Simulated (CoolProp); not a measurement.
The numbers come from the reference Helmholtz-energy equation of state, Gao 2020 in CoolProp.

### Question
Give the vapour pressure (bar), liquid cp (kJ/(kg K)), surface tension (mN/m) of saturated ammonia at 14.35, 51.65, 117.05 °C.

### Answer
```json
[
 {"T (°C)": "14.35", "p (bar)": "7.13", "liquid cp (kJ/(kg K))": "4.70", "surface tension (mN/m)": "22.9"},
 {"T (°C)": "51.65", "p (bar)": "21.2", "liquid cp (kJ/(kg K))": "5.09", "surface tension (mN/m)": "14.5"},
 {"T (°C)": "117.05", "p (bar)": "86.3", "liquid cp (kJ/(kg K))": "10.5", "surface tension (mN/m)": "1.93"}
]
```

Surface tension comes from a separate correlation (Mulero 2012).
